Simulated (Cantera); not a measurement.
Charge: 1 mol FeS, 0.86 mol O2, 0.036 mol CO2, at 1548.15 K and 0.100 bar.

Cantera equilibrium calculation (NASA polynomials, part measured and part estimated; ideal gas, pure solids and liquids). Candidate condensed phases: C, Fe, Fe(CO)5, FeO, FeS, FeSO4, FeS2, Fe2O3, Fe2(SO4)3, Fe3O4, S; 25 gas species. Metal and sulfide melt together well below either melting point, which pure phases cannot show. Mutual solubility and eutectic melting of coexisting phases are not modelled. The tables' stoichiometric FeO is somewhat more stable than real wüstite, so its field is too wide. FeO, FeS: taken at fixed stoichiometry. Equilibrium is a limit: real reactors are often held back by kinetics, nucleation or transport.

What is the equilibrium state?


```
Item                                         Value
--------------------------------------  ----------
x(SO2)                                       0.689
x(S2)                                        0.237
x(CO2)                                      0.0438
x(SO)                                       0.0120
x(CO)                                       0.0101
x(S2O)                                     0.00785
x(COS)                                    0.000150
x(S)                                      0.000108
n(FeO(s))                                0.795 mol
n(FeS(l))                                0.205 mol
gas amount                              0.6670 mol
log10 activity of Fe(γ) (absent)             -1.44
log10 activity of S(l) (absent)              -2.07
log10 activity of C(graphite) (absent)       -6.99
```
